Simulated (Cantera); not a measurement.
Ignition delay

Mixture: CH4 : C2H6 : C3H8 : O2 : N2 = 1 : 0.056 : 0.47 : 2.84 : 10.7 (molar parts), equivalence ratio 1.6, at 5.00 bar, adiabatic and at constant pressure. Ignition delay is the time to a rise of 400 K.

Model: GRI-Mech 3.0 (53 species, 325 reactions), integrated in Cantera. GRI-Mech 3.0 was tuned for natural gas; its chemistry of propane as a main component is partial and can be far from experiment.

```tsv
T0 (K)	delay (ms)
1025	50.4
1100	15.2
1175	4.27
1250	1.22
1325	0.380
1400	0.137
```

The apparent activation energy between 1250 and 1400 K comes out as 210 kJ/mol.
